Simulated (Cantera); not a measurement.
Transport properties of process gases

Gas mixture: NH3 : H2O = 0.73 : 0.94 (molar parts), at 10.00 Torr, frozen composition.

Cantera's kinetic-theory transport with the Lennard-Jones parameters of GRI-Mech 3.0, ideal gas; thermal conductivity in the multicomponent form. Polar gases are described roughly by these parameters. The composition is frozen, though it would react at the higher temperatures.

```tsv
T (K)	ρ (kg/m³)	cp (J/kg/K)	μ (µPa s)	λ (mW/m/K)	Pr	D (cm²/s) NO	D (cm²/s) C2H2	D (cm²/s) CH3
400	0.00705	2058	13.9	40.4	0.711	29.3	22.6	30.5
500	0.00564	2171	17.6	53.9	0.709	44.4	34.8	46.5
600	0.00470	2290	21.2	68.6	0.709	61.8	49.1	65.1
700	0.00403	2405	24.8	84.1	0.710	81.5	65.3	86.1
800	0.00352	2514	28.3	100	0.711	103	83.2	109
900	0.00313	2619	31.8	117	0.713	127	103	135
1000	0.00282	2727	35.1	134	0.714	152	124	162
1100	0.00256	2827	38.4	151	0.716	180	147	191
```
D: mixture-averaged diffusion coefficient of that species in the mixture.
